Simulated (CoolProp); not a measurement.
A single-stage vapour-compression cycle with the fluid: evaporating at 250.15 K (dew point), condensing at 292.15 K (bubble point), superheat 2 K, subcooling 2 K, compressor efficiency 0.8, no pressure losses. The same conditions are run with several fluids, on thermodynamics alone (safety and materials aside).

Values from CoolProp's reference Helmholtz-energy equation of state of each fluid (carbon dioxide: Span 1996; fluoroethane (R161): Wu 2012; ethane: Bücker 2006; R21: Platzer 1990; sulfur hexafluoride: Guder 2009; n-perfluorobutane: Gao 2022). The equations of Platzer and Polt are older, rougher fits.

```
fluid                cooling COP  pressure ratio  discharge temperature (K)  refrigerating effect (kJ/kg)  volumetric capacity (kJ/m³)
-------------------  -----------  --------------  -------------------------  ----------------------------  ---------------------------
carbon dioxide              3.11            3.12                 (withheld)                    (withheld)                         8970
fluoroethane (R161)         4.06            4.13                      327.1                           326                         1490
ethane                (withheld)            2.82                      318.8                    (withheld)                         5560
R21                         4.22      (withheld)                 (withheld)                           216                          263
sulfur hexafluoride   (withheld)            3.28                      298.4                          58.6                         2960
n-perfluorobutane           3.47            5.49                      292.1                          61.7                          286
```

Q: Some entries are withheld; supply them.

A: 
- carbon dioxide, discharge temperature (K): 344.0
- carbon dioxide, refrigerating effect (kJ/kg): 194
- ethane, cooling COP: 3.13
- ethane, refrigerating effect (kJ/kg): 238
- R21, pressure ratio: 6.04
- R21, discharge temperature (K): 341.4
- sulfur hexafluoride, cooling COP: 3.26

The compression ends wet for: n-perfluorobutane.
